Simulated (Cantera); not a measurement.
A closed system holds: 1 mol SiF4, a varied amount of NH3, 0.14 mol H2, held at 1125 °C and 0.100 bar.

Cantera equilibrium calculation (NASA polynomials, part measured and part estimated; ideal gas, pure solids and liquids). Candidate condensed phases: Si, Si3N4; 37 gas species. The tables' values for SiF3, SiF2 are old estimates; treat these amounts as uncertain. Kinetics and transport are ignored.

x: gas mole fraction; n: condensed amount in mol.

| n(NH3) (mol) | x H2 | x N2 | x SiF4 | x HF | x SiF3 | x SiHF3 | n Si3N4(s) |
|---|---|---|---|---|---|---|---|
| 3.9 | 0.664 | 0.218 | 0.106 | 0.00611 | 0.00334 | 0.00257 | 0 |
| 6.6 | 0.696 | 0.230 | 0.0650 | 0.00527 | 0.00244 | 0.00192 | 0.000885 |
| 9.2 | 0.709 | 0.235 | 0.0473 | 0.00494 | 0.00191 | 0.00152 | 0.00220 |
| 12 | 0.718 | 0.238 | 0.0364 | 0.00466 | 0.00157 | 0.00125 | 0.00358 |
| 15 | 0.724 | 0.240 | 0.0292 | 0.00443 | 0.00133 | 0.00106 | 0.00500 |
| 17 | 0.726 | 0.241 | ? | 0.00431 | 0.00121 | ? | ? |
| 20 | 0.730 | 0.243 | 0.0218 | 0.00415 | 0.00106 | 0.000857 | 0.00728 |
| 22 | 0.731 | 0.243 | 0.0198 | 0.00405 | 0.000989 | 0.000797 | 0.00816 |
| 25 | 0.733 | 0.244 | ? | 0.00393 | 0.000895 | ? | ? |
| 28 | 0.735 | 0.244 | 0.0154 | 0.00382 | 0.000819 | 0.000662 | 0.0107 |
| 30 | 0.736 | 0.245 | 0.0143 | 0.00376 | 0.000776 | 0.000627 | 0.0116 |
| 33 | 0.737 | 0.245 | 0.0130 | 0.00367 | 0.000720 | 0.000582 | 0.0128 |

**Question.** What belongs in the gaps?

**Answer.** 
- 25, x SiF4: 0.0173
- 25, x SiHF3: 0.000722
- 25, n Si3N4(s): 0.00946
- 17, x SiF4: 0.0257
- 17, x SiHF3: 0.000968
- 17, n Si3N4(s): 0.00593
